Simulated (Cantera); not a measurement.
Feed: 1 mol Al, a varied amount of HCl, 5.5 mol N₂, at 10.0 Pa.

Equilibrium computed with Cantera from the NASA thermochemical tables; the gas is ideal and each condensed phase is pure. Candidate condensed phases: Al, AlCl₃, AlN, NH₄Cl; 20 gas species. The tables' values for AlCl₂ are old estimates. Rates play no part.

Stable condensed phases, one row left out:

```
T in K \ n(HCl) in mol
         0.73  0.9  1.1  1.4  1.7    2  2.5  3.1
   2100     A    A    A    A    A    A    A    A
   2000     A    A    A    A    A    A    A    A
   1900     A    A    A    A    A    A    A    A
   1800     A    A    A    A    A    A    A    A
   1700     B    A    A    A    A    A    A    A
   1600     B    B    A    A    A    A    A    A
   1400     B    B    B    B    A    A    A    A
   1300     B    B    B    B    B    B    B    B
   1200     B    B    B    B    B    B    B    B
   1100     B    B    B    B    B    B    B    B
   1000     B    B    B    B    B    B    B    B
    900     B    B    B    B    B    B    B    B
```

A: gas only; B: AlN.

Problem. Give the row for 1500 K.

Solution. 0.73: AlN; 0.9: AlN; 1.1: gas only; 1.4: gas only; 1.7: gas only; 2: gas only; 2.5: gas only; 3.1: gas only.
